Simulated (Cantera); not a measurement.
What does this Cantera script print?

```python
import numpy as np
import cantera as ct

gas_names = """
    C CH CH2 CH3 CH4 C2 C2H C2H2,acetylene C2H2,vinylidene C2H3,vinyl C2H4 C2H5 C2H6 C3 C3H3,propargyl
    C3H4,allene C3H4,propyne C3H4,cyclo- C3H5,allyl C3H6,propylene C3H6,cyclo- C3H7,n-propyl
    C3H7,i-propyl C3H8 C4 C4H2 C4H4,1,3-cyclo- C4H6,butadiene C4H6,2-butyne C4H6,cyclo- C4H8,1-butene
    C4H8,cis2-buten C4H8,tr2-butene C4H8,isobutene C4H8,cyclo- C4H9,n-butyl C4H9,i-butyl C4H9,s-butyl
    C4H9,t-butyl C4H10,isobutane C4H10,n-butane C5 C5H6,1,3cyclo- C5H8,cyclo- C5H10,1-pentene
    C5H10,cyclo- C5H11,pentyl C5H11,t-pentyl C5H12,n-pentane C5H12,i-pentane CH3C(CH3)2CH3 C6H2
    C6H5,phenyl C6H6 C6H10,cyclo- C6H12,1-hexene C6H12,cyclo- C6H13,n-hexyl C7H7,benzyl C7H8
    C7H14,1-heptene C7H15,n-heptyl C7H16,n-heptane C8H8,styrene C8H10,ethylbenz C8H16,1-octene
    C8H17,n-octyl C8H18,isooctane C8H18,n-octane C9H19,n-nonyl C10H8,naphthale C10H21,n-decyl
    C12H9,o-bipheny C12H10,bipheny H H2 Si SiC SiC2 SiC4H12 SiH SiH2 SiH3 SiH4 Si2 Si2C Si3
""".split()
cond_names = """
    C(gr) C6H6(L) C7H8(L) C8H18(L),n-octa Si(cr) Si(L) SiC(b)
""".split()


def load(file, names, dense=False):
    # The tables refer to 1 bar. Condensed volumes are neglected.
    table = {s.name: s for s in ct.Species.list_from_file(file)}
    out = []
    for n in names:
        d = dict(table[n].input_data)
        d["thermo"] = dict(d["thermo"], **{"reference-pressure": 1e5})
        if dense:
            d["equation-of-state"] = {"model": "constant-volume", "density": "1e6 g/cm^3"}
        out.append(ct.Species.from_dict(d))
    return out


gas = ct.Solution(thermo="ideal-gas", species=load("nasa_gas.yaml", gas_names))
cond = {s.name: ct.Solution(thermo="fixed-stoichiometry", species=[s], name=s.name)
        for s in load("nasa_condensed.yaml", cond_names, dense=True)}
atoms = {
    'SiH4': {'Si': 1, 'H': 4},
    'CH4': {'C': 1, 'H': 4},
    'H2': {'H': 2},
}
top_T = {'C(gr)': 4500, 'SiC(b)': 3050}  # K; cautious upper limits of use, not melting points


def equilibrate(T, P, feed):
    n = {}
    for name, mol in feed.items():
        for a, k in atoms[name].items():
            n[a] = n.get(a, 0.0) + k * mol
    gas.TPX = T, P, n
    mass = sum(n.values()) * gas.mean_molecular_weight
    gas.equilibrate("TP")
    valid = [c for c in cond.values() if c.min_temp <= T <= top_T.get(c.name, c.max_temp)]
    mix = ct.Mixture([(gas, mass / gas.mean_molecular_weight)] + [(c, 0.0) for c in valid])
    mix.T, mix.P = T, P
    mix.equilibrate("TP", solver="vcs", rtol=1e-11, max_steps=5000)
    return mix


results = []
feed = {'SiH4': 1, 'CH4': 0.019, 'H2': 3.3}  # mol
T = 1150  # K
P = 13332.2  # Pa
mix = equilibrate(T, P, feed)
results.append((T, P, feed, dict(zip(mix.species_names, mix.species_moles))))
x = sorted(zip(gas.X, gas.species_names), reverse=True)
print(f"T = {T:g} K  P = {P:g} Pa  gas = {mix.phase_moles(0):.4g} mol")
print("   x: " + "  ".join(f"{s} {v:.3e}" for v, s in x if v > 0.001))
print("   condensed (mol): " + ("  ".join(f"{mix.phase(i).name} {mix.phase_moles(i):.4g}"
      for i in range(1, mix.n_phases) if mix.phase_moles(i) > 1e-12) or "none"))
```

Result:

```
T = 1150 K  P = 13332.2 Pa  gas = 5.338 mol
   x: H2 1.000e+00
   condensed (mol): Si(cr) 0.981  SiC(b) 0.01898
```

Method: chemical equilibrium by Gibbs-energy minimisation in Cantera with the NASA 1993 tables (ideal gas, pure condensed phases). Mutual solubility and eutectic melting of coexisting phases are not modelled.
